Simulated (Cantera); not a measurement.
Charge: 1 mol C3H6, 0.041 mol H2O, 1.5 mol H2, held at 1823.15 K and 0.100 bar.

Cantera equilibrium calculation (NASA polynomials, part measured and part estimated; ideal gas, pure solids and liquids). Candidate condensed phases: C, C6H6, C7H8, C8H18, H2O; 110 gas species. Equilibrium is a limit: real reactors are often held back by kinetics, nucleation or transport.

Base state: H2 0.989, CO 0.00894, H 0.00136, C2H2 (acetylene) 0.000209, CH4 6.98e-5 (mole fractions); condensed: C(graphite).

Question: What changes in the equilibrium state with this change: temperature from 1823.15 K to 1723 K?

Answer: 
```tsv
species	before	after
H2	0.989	0.990
CO	0.00894	0.00895
H	0.00136	0.000574
C2H2 (acetylene)	0.000209	8.96e-5
CH4	6.98e-5	9.87e-5
C(graphite), mol	2.96	2.96
```
